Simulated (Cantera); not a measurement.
Input (Python, Cantera) and output of one run.

```python
import numpy as np
import cantera as ct

gas_names = """
    H HNO HNO2 HNO3 HO2 H2 H2O H2O2 N NH NH2 NH3 NH2OH NO NO2 NO3 N2 N2H2 N2H4 N2O O OH O2 O3 V VN VO
    VO2
""".split()
cond_names = """
    H2O(s) H2O(L) V(cr) V(L) VN(s) VO(s) VO(L) V2O3(s) V2O3(L) V2O4(I) V2O4(II) V2O4(L) V2O5(s) V2O5(L)
""".split()


def load(file, names, dense=False):
    # The tables refer to 1 bar. Condensed volumes are neglected.
    table = {s.name: s for s in ct.Species.list_from_file(file)}
    out = []
    for n in names:
        d = dict(table[n].input_data)
        d["thermo"] = dict(d["thermo"], **{"reference-pressure": 1e5})
        if dense:
            d["equation-of-state"] = {"model": "constant-volume", "density": "1e6 g/cm^3"}
        out.append(ct.Species.from_dict(d))
    return out


gas = ct.Solution(thermo="ideal-gas", species=load("nasa_gas.yaml", gas_names))
cond = {s.name: ct.Solution(thermo="fixed-stoichiometry", species=[s], name=s.name)
        for s in load("nasa_condensed.yaml", cond_names, dense=True)}
atoms = {
    'V2O5': {'V': 2, 'O': 5},
    'H2': {'H': 2},
    'N2': {'N': 2},
}
top_T = {'VN(s)': 2300}  # K; cautious upper limits of use, not melting points


def equilibrate(T, P, feed):
    n = {}
    for name, mol in feed.items():
        for a, k in atoms[name].items():
            n[a] = n.get(a, 0.0) + k * mol
    gas.TPX = T, P, n
    mass = sum(n.values()) * gas.mean_molecular_weight
    gas.equilibrate("TP")
    valid = [c for c in cond.values() if c.min_temp <= T <= top_T.get(c.name, c.max_temp)]
    mix = ct.Mixture([(gas, mass / gas.mean_molecular_weight)] + [(c, 0.0) for c in valid])
    mix.T, mix.P = T, P
    mix.equilibrate("TP", solver="vcs", rtol=1e-11, max_steps=5000)
    return mix


results = []
feed = {'V2O5': 1, 'H2': 10, 'N2': 4.2}  # mol
T = 1348.15  # K
P = 12  # Pa
mix = equilibrate(T, P, feed)
results.append((T, P, feed, dict(zip(mix.species_names, mix.species_moles))))
x = sorted(zip(gas.X, gas.species_names), reverse=True)
print(f"T = {T:g} K  P = {P:g} Pa  gas = {mix.phase_moles(0):.4g} mol")
print("   x: " + "  ".join(f"{s} {v:.3e}" for v, s in x if v > 1e-05))
print("   condensed (mol): " + ("  ".join(f"{mix.phase(i).name} {mix.phase_moles(i):.4g}"
      for i in range(1, mix.n_phases) if mix.phase_moles(i) > 1e-12) or "none"))
```

Output:

```
T = 1348.15 K  P = 12 Pa  gas = 14.2 mol
   x: H2 5.633e-01  N2 2.958e-01  H2O 1.408e-01  H 1.589e-04
   condensed (mol): V2O3(s) 1
```

These are equilibrium values from Cantera (NASA tables, ideal gas, pure condensed phases), not measurements of a reactor. Condensed phases not in the tables: the oxides between V2O3 and V2O5 other than VO2.
